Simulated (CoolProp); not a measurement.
Vapour-liquid equilibrium of R143a (1) + R134a (2) at 0.584 MPa; x and y are mole fractions of (1).

The numbers come from the multi-fluid Helmholtz-energy mixture model, Lemmon and Jacobsen 2000 and Tillner-Roth 1994; pair parameters Lemmon 2004 in CoolProp.

```json
[
 {"x": "0.05", "bubble temperature, mixture model (°C)": "19.3", "bubble temperature, Raoult's law (°C)": "19.2", "y, mixture model": "0.084", "y, Raoult's law": "0.093"},
 {"x": "0.15", "bubble temperature, mixture model (°C)": "16.6", "bubble temperature, Raoult's law (°C)": "16.4", "y, mixture model": "0.237", "y, Raoult's law": "0.257"},
 {"x": "0.25", "bubble temperature, mixture model (°C)": "14.0", "bubble temperature, Raoult's law (°C)": "13.7", "y, mixture model": "0.372", "y, Raoult's law": "0.398"},
 {"x": "0.35", "bubble temperature, mixture model (°C)": "11.5", "bubble temperature, Raoult's law (°C)": "11.2", "y, mixture model": "0.491", "y, Raoult's law": "0.519"},
 {"x": "0.45", "bubble temperature, mixture model (°C)": "9.2", "bubble temperature, Raoult's law (°C)": "8.9", "y, mixture model": "0.596", "y, Raoult's law": "0.624"},
 {"x": "0.55", "bubble temperature, mixture model (°C)": "7.0", "bubble temperature, Raoult's law (°C)": "6.7", "y, mixture model": "0.690", "y, Raoult's law": "0.715"},
 {"x": "0.65", "bubble temperature, mixture model (°C)": "4.8", "bubble temperature, Raoult's law (°C)": "4.6", "y, mixture model": "0.773", "y, Raoult's law": "0.793"},
 {"x": "0.75", "bubble temperature, mixture model (°C)": "2.8", "bubble temperature, Raoult's law (°C)": "2.6", "y, mixture model": "0.847", "y, Raoult's law": "0.862"},
 {"x": "0.85", "bubble temperature, mixture model (°C)": "0.9", "bubble temperature, Raoult's law (°C)": "0.7", "y, mixture model": "0.913", "y, Raoult's law": "0.923"},
 {"x": "0.95", "bubble temperature, mixture model (°C)": "-1.0", "bubble temperature, Raoult's law (°C)": "-1.0", "y, mixture model": "0.972", "y, Raoult's law": "0.976"}
]
```

The largest gap from Raoult's law is +0.3 K in bubble temperature, at x = 0.45. No azeotrope shows between x = 0.05 and 0.95.

The pair parameters rest on a limited set of measurements; away from them the model extrapolates.
